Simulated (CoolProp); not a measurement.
Properties of ammonia along the isobar 12.2 MPa (Tc = 132.4 °C, pc = 11.36 MPa, ω = 0.256).

The numbers come from the reference Helmholtz-energy equation of state, Gao 2020 in CoolProp.

| T (°C) | phase | viscosity (µPa s) | conductivity (mW/(m K)) |
|---|---|---|---|
| -2.95 | liquid | 187 | 586 |
| 6.95 | liquid | 168 | 557 |
| 16.75 | liquid | 152 | 529 |
| 26.65 | liquid | 139 | 501 |
| 36.45 | liquid | 126 | 475 |
| 46.35 | liquid | 115 | 448 |
| 56.25 | liquid | 105 | 422 |
| 66.05 | liquid | 96.4 | 397 |
| 75.95 | liquid | 88.0 | 371 |
| 85.75 | liquid | 80.3 | 346 |
| 95.65 | liquid | 72.8 | 321 |
| 105.55 | liquid | 65.6 | 295 |
| 115.35 | liquid | 58.3 | 269 |
| 125.25 | liquid | 50.0 | 241 |
| 135.05 | supercritical | 36.1 | 225 |

Viscosity comes from a separate model (Fenghour 1995). Thermal conductivity comes from a separate model (Tufeu 1984).
